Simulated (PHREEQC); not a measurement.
Consider water at 45 °C with 1.2 mmol/kgw Cu(BF4)2, 1.2 mmol/kgw HBF4 and 1.2 mmol/kgw H3BO3. Closed to the air; pH follows from the charge balance.

Model: ion-association model, phreeqc.dat, run in PHREEQC.

### Question
The ionic strength comes out as 0.00504 mol/kgw. What activity coefficients do BF(OH)3-, CuF+, BF2(OH)2-, Cu+2, F- get?

### Answer
BF(OH)3- 0.92, CuF+ 0.92, BF2(OH)2- 0.92, Cu+2 0.74, F- 0.92.

No solid was allowed to form. Species that the database lacks are ignored. Constants without temperature data keep their 25 °C values here. Real BF4- forms and hydrolyses slowly; the run takes it at equilibrium.
